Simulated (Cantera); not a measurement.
**Moist CO burnout**

An isothermal, constant-pressure homogeneous reactor starts with 1.37 % CO, 4.20 % O2, 3.11 % H2O, 91.3 % N2, equivalence ratio 0.16, at 898 K and 300000 Pa.

Model: GRI-Mech 3.0 (53 species, 325 reactions), integrated in Cantera.

```
t (s)         x CO    x O2   x H2O    x NO       x O     x NO2       x H
--------  --------  ------  ------  ------  --------  --------  --------
2.00e-6     0.0137  0.0420  0.0311  <1e-12    <1e-12    <1e-12    <1e-12
9.28e-6     0.0137  0.0420  0.0311  <1e-12  1.23e-12    <1e-12    <1e-12
4.31e-5     0.0137  0.0420  0.0311  <1e-12  5.49e-12    <1e-12    <1e-12
0.000200    0.0137  0.0420  0.0311  <1e-12  2.11e-11    <1e-12    <1e-12
0.000928    0.0137  0.0420  0.0311  <1e-12  4.82e-11    <1e-12    <1e-12
0.00431     0.0137  0.0420  0.0311  <1e-12  5.50e-11    <1e-12    <1e-12
0.0200      0.0137  0.0420  0.0311  <1e-12  6.37e-11    <1e-12  1.12e-12
0.0928      0.0137  0.0420  0.0311  <1e-12  1.24e-10    <1e-12  6.06e-12
0.431       0.0137  0.0420  0.0311  <1e-12   1.12e-9    <1e-12  9.40e-11
2.00        0.0131  0.0417  0.0311  <1e-12   6.18e-9    <1e-12  7.19e-10
9.28       0.00892  0.0397  0.0311  <1e-12   5.66e-9  4.03e-12  6.20e-10
43.1       0.00207  0.0364  0.0312  <1e-12   1.67e-9  3.75e-11  1.17e-10
200       0.000169  0.0355  0.0313  <1e-12  5.61e-11  6.72e-11  2.59e-12
```
x: mole fraction; the columns are a selection and need not sum to one.

Equilibrium at this temperature and pressure: CO <1e-12, O2 0.0354, H2O 0.0313, NO 4.00e-6, O <1e-12, NO2 3.37e-7, H <1e-12 (gas phase only).
